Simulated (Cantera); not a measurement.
An isothermal, constant-pressure homogeneous reactor starts with 3.85 % CH4, 96.2 % H2, at 1575 K and 173 Torr.

Computed with Cantera and GRI-Mech 3.0 (53 species, 325 reactions). GRI-Mech 3.0 stops at C3 and has no aromatics, soot or wall deposition, so with more carbon than oxygen in the feed, carbon stays in small species such as C2H2 where larger ones or solid carbon would form.

x: mole fraction; the columns are a selection and need not sum to one.

```json
[
 {"t (s)": "2.00e-5", "x CH4": "0.0385", "x H2": "0.962", "x C2H": "<1e-12", "x C2H2": "<1e-12", "x C2H6": "1.96e-12", "x CH3": "…"},
 {"t (s)": "7.96e-5", "x CH4": "0.0385", "x H2": "0.962", "x C2H": "<1e-12", "x C2H2": "<1e-12", "x C2H6": "1.20e-10", "x CH3": "…"},
 {"t (s)": "0.000317", "x CH4": "0.0385", "x H2": "0.962", "x C2H": "<1e-12", "x C2H2": "6.27e-12", "x C2H6": "6.89e-9", "x CH3": "…"},
 {"t (s)": "0.00126", "x CH4": "0.0384", "x H2": "0.962", "x C2H": "<1e-12", "x C2H2": "3.27e-9", "x C2H6": "2.84e-7", "x CH3": "…"},
 {"t (s)": "0.00501", "x CH4": "0.0384", "x H2": "0.961", "x C2H": "<1e-12", "x C2H2": "1.65e-6", "x C2H6": "2.49e-6", "x CH3": "…"},
 {"t (s)": "0.0199", "x CH4": "0.0382", "x H2": "0.962", "x C2H": "1.51e-11", "x C2H2": "6.36e-5", "x C2H6": "3.03e-6", "x CH3": "6.29e-5"},
 {"t (s)": "0.0794", "x CH4": "0.0374", "x H2": "0.962", "x C2H": "9.97e-11", "x C2H2": "0.000419", "x C2H6": "2.92e-6", "x CH3": "6.17e-5"},
 {"t (s)": "0.316", "x CH4": "0.0347", "x H2": "0.963", "x C2H": "4.11e-10", "x C2H2": "0.00172", "x C2H6": "2.55e-6", "x CH3": "5.75e-5"},
 {"t (s)": "1.26", "x CH4": "0.0268", "x H2": "0.967", "x C2H": "1.32e-9", "x C2H2": "0.00540", "x C2H6": "1.64e-6", "x CH3": "…"},
 {"t (s)": "5.00", "x CH4": "0.0151", "x H2": "0.974", "x C2H": "2.76e-9", "x C2H2": "0.0109", "x C2H6": "6.99e-7", "x CH3": "…"}
]
```

Question: What belongs in the gaps?

Answer: 
- 2.00e-5, x CH3: 3.82e-7
- 7.96e-5, x CH3: 1.51e-6
- 0.000317, x CH3: 5.96e-6
- 0.00126, x CH3: 2.26e-5
- 0.00501, x CH3: 5.71e-5
- 1.26, x CH3: 4.54e-5
- 5.00, x CH3: 2.64e-5
